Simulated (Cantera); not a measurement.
An isothermal, constant-pressure homogeneous reactor starts with CH₄ : N₂ = 1 : 3.1 (molar parts), at 1148 K and 760 Torr. Integrator tolerance rtol = 1e-08.

Detailed kinetics in Cantera: GRI-Mech 3.0 (53 species, 325 reactions). GRI-Mech 3.0 stops at C3 and has no aromatics, soot or wall deposition, so with more carbon than oxygen in the feed, carbon stays in small species such as C2H2 where larger ones or solid carbon would form.

Problem. What does this change do: temperature 1148 to 1523 K?

Solution. 
```csv
quantity,before,after
x(CH₄) at 80.0 s,0.243 (gas-phase equilibrium 0.178),0.0257 (gas-phase equilibrium 0.0200)
x(C₂H₆) at 80.0 s,7.15e-5 (gas-phase equilibrium 0.000243),9.41e-6 (gas-phase equilibrium 5.55e-6)
x(C₂H₄) at 80.0 s,0.000289 (gas-phase equilibrium 0.0115),0.00492 (gas-phase equilibrium 0.00282)
x(H) at 80.0 s,1.40e-10 (gas-phase equilibrium 1.92e-8),1.18e-5 (gas-phase equilibrium 1.20e-5)
x(HCN) at 80.0 s,<1e-12 (gas-phase equilibrium 0.0209),2.28e-7 (gas-phase equilibrium 0.0826)
x(H₂) at 80.0 s,0.00104 (gas-phase equilibrium 0.0716),0.260 (gas-phase equilibrium 0.268)
x(CH₃) at 80.0 s,5.62e-7 (gas-phase equilibrium 8.89e-7),2.36e-5 (gas-phase equilibrium 1.81e-5)
```
